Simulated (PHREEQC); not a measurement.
Dissolve 0.0055 mol HF, 0.015 mol NH4HF2 and 0.00084 mol H2SiF6 per kg of water at 25 °C. Closed to the air; pH follows from the charge balance.

Computed with PHREEQC (ion-association model, phreeqc.dat).

| quantity | before | after |
|---|---|---|
| pH | 2.95 | 3.01 |
| ionic strength (mol/kgw) | 0.0171 | 0.0163 |
| HF (mol/kgw) | 0.0199 | 0.0187 |
| F- (mol/kgw) | 0.0135 | 0.0147 |
| HF2- (mol/kgw) | 0.00103 | 0.00105 |
| H4SiO4 (mol/kgw) | 7.53e-11 | 1.65e-11 |
| SI of Quartz (SiO2) | -6.14 | -6.80 |

Question: Name the change that produced these shifts.
A. diluted 100-fold with water
B. H2SiF6 from 0.00084 to 0.000168 mol/kgw
C. diluted 10-fold with water
D. H2SiF6 from 0.00084 to 0.00126 mol/kgw
E. H2SiF6 from 0.00084 to 0.000756 mol/kgw

Answer: B, H2SiF6 from 0.00084 to 0.000168 mol/kgw

No solid was allowed to form. SiF6-2 is the database's only silicon fluoride.
